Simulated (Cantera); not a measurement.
## Thermodynamics of tantalum, niobium, vanadium and zirconium in process gases, feed Ta(OEt)5 + O2 + CH4

Charge: 1 mol Ta(OEt)5, 1.6 mol O2, 1.1 mol CH4, held at 0.00440 bar.

Equilibrium computed with Cantera from the NASA thermochemical tables; the gas is ideal and each condensed phase is pure. Candidate condensed phases: C, C6H6, C7H8, C8H18, H2O, Ta, TaC, Ta2O5; 113 gas species. The feed counts by its element totals alone. TaC: taken at fixed stoichiometry. Condensed phases not in the tables: Ta2C. Rates play no part.

| T (°C) | x H2 | x H | x CO | x C2H2 (acetylene) | x C3 | x C2H | n C(graphite) | n TaC(s) |
|---|---|---|---|---|---|---|---|---|
| 1502 | 0.639 | 0.00349 | 0.357 | 9.10e-5 | 1.20e-11 | 3.91e-9 | 1.90 | 1.00 |
| 1602 | 0.635 | 0.00788 | 0.357 | 0.000201 | 2.35e-10 | 2.97e-8 | 1.89 | 1.00 |
| 1702 | 0.628 | 0.0163 | 0.355 | 0.000408 | 3.38e-9 | 1.82e-7 | 1.88 | 1.00 |
| 1802 | 0.615 | 0.0315 | 0.352 | 0.000763 | 3.73e-8 | 9.35e-7 | 1.86 | 1.00 |
| 1902 | 0.594 | 0.0567 | 0.348 | 0.00133 | 3.29e-7 | 4.09e-6 | 1.84 | 1.00 |
| 2002 | 0.561 | 0.0959 | 0.341 | 0.00214 | 2.38e-6 | 1.55e-5 | 1.80 | 1.00 |
| 2102 | 0.514 | 0.152 | 0.331 | 0.00319 | 1.45e-5 | 5.13e-5 | 1.74 | 1.00 |
| 2202 | 0.450 | 0.228 | 0.317 | 0.00438 | 7.63e-5 | 0.000151 | 1.66 | 1.00 |
| 2302 | 0.374 | 0.319 | 0.301 | 0.00549 | 0.000350 | 0.000393 | 1.54 | 1.00 |
| 2402 | 0.290 | 0.419 | 0.282 | 0.00624 | 0.00143 | 0.000915 | 1.33 | 1.00 |
x: gas mole fraction; n: condensed amount in mol.

From 1502 °C to 2402 °C the condensed part is C(graphite) + TaC(s).
